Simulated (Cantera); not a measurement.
A perfectly stirred reactor is fed with CH₂O : O₂ : N₂ = 0.017 : 0.0084 : 1 (molar parts), equivalence ratio 2.0, at 1.20 bar; it is held at 1475 K, and followed from long to short residence time.

Model: GRI-Mech 3.0 (53 species, 325 reactions), integrated in Cantera.

**Question.** Predict: x(CH₂O) at τ = 0.520 s; x(O₂) at τ = 0.520 s; x(O) at τ = 0.520 s; x(HO₂) at τ = 0.520 s; x(CH₂O) at τ = 15.0 ms; x(O₂) at τ = 15.0 ms; x(O) at τ = 15.0 ms; x(HO₂) at τ = 15.0 ms; x(N₂O) at τ = 15.0 ms.

**Answer.** 
```
Property                 Result
----------------------  -------
x(CH₂O) at τ = 0.520 s  4.21e-7
x(O₂) at τ = 0.520 s    8.76e-6
x(O) at τ = 0.520 s     6.92e-7
x(HO₂) at τ = 0.520 s   2.92e-9
x(CH₂O) at τ = 15.0 ms  3.41e-6
x(O₂) at τ = 15.0 ms    8.06e-5
x(O) at τ = 15.0 ms     1.72e-5
x(HO₂) at τ = 15.0 ms   2.87e-8
x(N₂O) at τ = 15.0 ms   3.77e-9
```
